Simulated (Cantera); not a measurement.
Input: 1 mol CH₃Cl, 0.038 mol HCl, at 0.000570 bar.

Method: chemical equilibrium by Gibbs-energy minimisation in Cantera with the NASA 1993 tables (ideal gas, pure condensed phases). Candidate condensed phases: C, C₆H₆, C₇H₈, C₈H₁₈; 91 gas species. The numbers say what is thermodynamically allowed, not how fast it happens.

Task: What share of the C ends up in condensed phases as a function of T (°C), at 1400, 1500, 1600, 1700, 1800, 1900, 2000, 2100, 2200, 2300, 2400, 2500, 2600, 2700?

Result: 
| T (°C) | C condensed (%) | as |
|---|---|---|
| 1400 | 100.0 | C(graphite) |
| 1500 | 100.0 | C(graphite) |
| 1600 | 99.9 | C(graphite) |
| 1700 | 99.9 | C(graphite) |
| 1800 | 99.8 | C(graphite) |
| 1900 | 99.6 | C(graphite) |
| 2000 | 99.3 | C(graphite) |
| 2100 | 98.8 | C(graphite) |
| 2200 | 98.0 | C(graphite) |
| 2300 | 95.1 | C(graphite) |
| 2400 | 84.0 | C(graphite) |
| 2500 | 41.9 | C(graphite) |
| 2600 | 0.0 | - |
| 2700 | 0.0 | - |
